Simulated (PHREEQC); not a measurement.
1 kg of water holding 0.23 mol MgSO4, 0.26 mol KCl and 0.34 mol MgCl2 is evaporated at 75 °C; the solids stay in contact with the brine. The system is closed to CO2. Only these solids could form: Arcanite, Bischofite, Brucite, Carnallite, Epsomite, Hexahydrite, Kainite, Kieserite, Leonite, Misenite, Schoenite, Sylvite, MgCl2_4H2O.

Model: Pitzer model, pitzer.dat, run in PHREEQC.

```json
[
 {"water left (kg)": "1", "ionic strength": "2.20", "water activity": "0.971", "Carnallite (mol)": "0", "Kieserite (mol)": "0", "Sylvite (mol)": "0", "Cl in solution (mol/kgw)": "0.940", "Mg in solution (mol/kgw)": "0.570"},
 {"water left (kg)": "0.6755", "ionic strength": "[?]", "water activity": "0.955", "Carnallite (mol)": "0", "Kieserite (mol)": "0", "Sylvite (mol)": "0", "Cl in solution (mol/kgw)": "1.39", "Mg in solution (mol/kgw)": "0.844"},
 {"water left (kg)": "0.4563", "ionic strength": "4.82", "water activity": "0.927", "Carnallite (mol)": "0", "Kieserite (mol)": "0", "Sylvite (mol)": "0", "Cl in solution (mol/kgw)": "2.06", "Mg in solution (mol/kgw)": "1.25"},
 {"water left (kg)": "0.3082", "ionic strength": "7.14", "water activity": "0.878", "Carnallite (mol)": "0", "Kieserite (mol)": "0", "Sylvite (mol)": "0", "Cl in solution (mol/kgw)": "3.05", "Mg in solution (mol/kgw)": "1.85"},
 {"water left (kg)": "0.2082", "ionic strength": "10.6", "water activity": "[?]", "Carnallite (mol)": "0", "Kieserite (mol)": "0", "Sylvite (mol)": "0", "Cl in solution (mol/kgw)": "4.51", "Mg in solution (mol/kgw)": "2.74"},
 {"water left (kg)": "0.1711", "ionic strength": "12.9", "water activity": "[?]", "Carnallite (mol)": "0", "Kieserite (mol)": "0", "Sylvite (mol)": "0", "Cl in solution (mol/kgw)": "5.49", "Mg in solution (mol/kgw)": "3.33"},
 {"water left (kg)": "0.114", "ionic strength": "16.1", "water activity": "0.592", "Carnallite (mol)": "0", "Kieserite (mol)": "[?]", "Sylvite (mol)": "0", "Cl in solution (mol/kgw)": "8.25", "Mg in solution (mol/kgw)": "4.21"},
 {"water left (kg)": "0.07443", "ionic strength": "[?]", "water activity": "0.483", "Carnallite (mol)": "0", "Kieserite (mol)": "0.203", "Sylvite (mol)": "0.173", "Cl in solution (mol/kgw)": "10.3", "Mg in solution (mol/kgw)": "4.93"},
 {"water left (kg)": "0.02428", "ionic strength": "16.5", "water activity": "0.473", "Carnallite (mol)": "0.226", "Kieserite (mol)": "0.222", "Sylvite (mol)": "0.00675", "Cl in solution (mol/kgw)": "10.5", "Mg in solution (mol/kgw)": "5.01"}
]
```

**Question.** Fill in the missing entries.

**Answer.** 
- 0.6755, ionic strength: 3.26
- 0.2082, water activity: 0.793
- 0.1711, water activity: 0.730
- 0.114, Kieserite (mol): 0.0899
- 0.07443, ionic strength: 16.3

Constants without temperature data keep their 25 °C values here.
